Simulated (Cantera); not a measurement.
A jet of CH₄ : O₂ : N₂ = 0.086 : 0.15 : 0.79 (molar parts) at 300 K and 25000 Pa hits a platinum plate 2.6 cm away at a mass flux of 0.072 kg/m²/s; the plate temperature is set and raised in steps from an oxygen-covered start.

Computed with Cantera and Deutschmann's 1995 Pt surface mechanism with GRI-Mech 3.0 gas chemistry. Catalytic surfaces can have several steady states; this one follows from the mechanism file's or the stated starting coverage.

One state of this run: wall x CH₄ = 0.00290; wall x O₂ = 0.00178; wall x H₂O = 0.122; wall x OH = 2.12e-7; wall x CO = 0.0260; wall x CO₂ = 0.0685; θ free Pt = 0.988; θ H* = 0.00161; θ CO* = 0.0102; θ C* = 0.000296. x: mole fraction at the wall; θ: surface coverage.

### Question
Which value of plate T (K) does it belong to?
A. 1050
B. 1250
C. 1000
D. 1300

### Answer
D, 1300
